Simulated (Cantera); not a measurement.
Feed: 1 mol MgCO3, 1.9 mol C, 8.3 mol H2, held at 625 °C and 13300 Pa.

These are equilibrium values from Cantera (NASA tables, ideal gas, pure condensed phases), not measurements of a reactor. Candidate condensed phases: C, C6H6, C7H8, C8H18, H2O, Mg, MgCO3, MgO, Mg(OH)2; 116 gas species. The numbers say what is thermodynamically allowed, not how fast it happens.

Base state: H2 0.780, CO 0.141, H2O 0.0370, CH4 0.0259, CO2 0.0156 (mole fractions); condensed: C(graphite) + MgO(s).

Problem. What changes in the equilibrium state with this change: temperature from 625 °C to 252 °C?

Solution. 
```tsv
species	before	after
CH4	0.0259	0.531
H2O	0.0370	0.362
H2	0.780	0.104
CO	0.141	1.01e-5
CO2	0.0156	0.00305
C(graphite), mol	1.15	0
MgO(s), mol	1.00	1.00
```

Problem. What changes in the equilibrium state with this change: C from 1.9 to 0.21 mol?

Solution. 
```json
[
 {"species": "H2", "before": "0.780", "after": "0.797"},
 {"species": "CO", "before": "0.141", "after": "0.0988"},
 {"species": "H2O", "before": "0.0370", "after": "0.0733"},
 {"species": "CH4", "before": "0.0259", "after": "0.00977"},
 {"species": "CO2", "before": "0.0156", "after": "0.0211"},
 {"species": "C(graphite), mol", "before": "1.15", "after": "0"},
 {"species": "MgO(s), mol", "before": "1.00", "after": "1.00"}
]
```
